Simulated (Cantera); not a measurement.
## Ignition delay

Mixture: CH₄ : C₂H₆ : C₃H₈ : O₂ : N₂ = 1 : 0.035 : 0.73 : 12 : 44.5 (molar parts), at 600 Torr, adiabatic and at constant pressure. Ignition delay is the time to a rise of 400 K.

Cantera simulation using GRI-Mech 3.0 (53 species, 325 reactions); the numbers are that mechanism's predictions, not measurements. GRI-Mech 3.0 was tuned for natural gas; its chemistry of propane as a main component is partial and can be far from experiment. Where the delays flatten at high temperature, the 400 K rule measures the pace of heat release, not the induction time.

```
T0 (K)  delay (ms)
------  ----------
1323         0.814
1423         0.224
1523        0.0875
1623        0.0442
1723        0.0267
1823        0.0182
1923        0.0138
2023        0.0129
2123        0.0210
```
